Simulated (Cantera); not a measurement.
A closed system holds: 1 mol (CH₃)₂SiCl₂, 0.13 mol C₃H₈, 38 mol H₂, equilibrated at 8800 Pa.

Equilibrium computed with Cantera from the NASA thermochemical tables; the gas is ideal and each condensed phase is pure. Candidate condensed phases: C, C₆H₆, C₇H₈, C₈H₁₈, Si, SiC; 109 gas species. The feed counts by its element totals alone. The tables' values for SiCl are old estimates; treat these amounts as uncertain. Gases not in the tables: Si₂H₆ and higher silanes. Kinetics and transport are ignored.

Task: At 1950 °C, list the 4 most abundant gas species with their mole fractions, and the condensed phases.

Result: H₂ 0.930, HCl 0.0447, H 0.0208, C₂H₂ (acetylene) 0.00270. Condensed: C(graphite) + SiC(s).
